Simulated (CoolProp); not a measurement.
R245fa at several states: Z from the reference equation and from simpler models built on Tc = 153.9 °C, pc = 36.51 bar, ω = 0.378; each cubic takes its own stable root.

The numbers come from the reference Helmholtz-energy equation of state, Akasaka 2015 in CoolProp.

| T (°C) | p (bar) | phase | reference |
|---|---|---|---|
| 156.25 | 17 | gas | 0.8255 |
| 53.75 | 1.52 | gas | 0.9612 |
| 21.35 | 0.168 | gas | 0.9938 |
| 36.35 | 66.6 | liquid | 0.2611 |
| 17.05 | 163 | liquid | 0.6468 |
| 113.85 | 0.213 | gas | 0.9972 |

Question: How far does each simpler model (van der Waals, Soave-Redlich-Kwong) lie from the reference over these 6 states: mean and median of the absolute difference, and the worst?

Answer: 
- van der Waals: mean 20.8 %, median 1.9 %, worst +62.3 % at 36.35 °C and 66.6 bar
- Soave-Redlich-Kwong: mean 3.1 %, median 0.2 %, worst +9.4 % at 36.35 °C and 66.6 bar
